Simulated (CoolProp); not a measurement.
A simple Rankine cycle with methanol: condensing at 295.15 K, boiler at 1.78 MPa, turbine inlet 438.6 K, turbine efficiency 0.85, pump efficiency 0.8, no recuperator. Each further row changes one setting.

Model: reference Helmholtz-energy equation of state, de Reuck 1993, in CoolProp.

```
case                             thermal efficiency (%)  net work (kJ/kg)  heat in (kJ/kg)  turbine exit temperature (K)  volume ratio over the turbine
-------------------------------  ----------------------  ----------------  ---------------  ----------------------------  -----------------------------
as stated                                             …               300             1280                         295.1                           85.2
turbine inlet 458.6 K                              23.8               323             1360                         295.1                           79.6
condensing temperature 287.15 K                    24.8                 …             1300                         287.2                              …
boiler pressure 1.25 MPa                           22.2               298             1340                         295.1                              …
turbine efficiency 0.75                            20.7               264             1280                         295.1                              …
```

**Question.** Some entries are withheld; supply them.

**Answer.** 
- as stated, thermal efficiency (%): 23.5
- condensing temperature 287.15 K, net work (kJ/kg): 322
- condensing temperature 287.15 K, volume ratio over the turbine: 127
- boiler pressure 1.25 MPa, volume ratio over the turbine: 57.3
- turbine efficiency 0.75, volume ratio over the turbine: 88.3

The expansion ends wet for: as stated; turbine inlet 458.6 K; condensing temperature 287.15 K; boiler pressure 1.25 MPa; turbine efficiency 0.75.
